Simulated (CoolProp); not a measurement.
Cyclopentane at 293.15 K and 0.00725 MPa is throttled through a valve to 0.000371 MPa with no heat exchange. Each further row changes one setting.

Computed with CoolProp (reference Helmholtz-energy equation of state, Gedanitz 2015).

```json
[
 {"case": "as stated", "final density (kg/m³)": "___"},
 {"case": "outlet pressure 0.000111 MPa", "final density (kg/m³)": "___"},
 {"case": "outlet pressure 0.000482 MPa", "final density (kg/m³)": "___"}
]
```

Problem. Some entries are withheld; supply them.

Solution. 
- as stated, final density (kg/m³): 0.0107
- outlet pressure 0.000111 MPa, final density (kg/m³): 0.00320
- outlet pressure 0.000482 MPa, final density (kg/m³): 0.0139
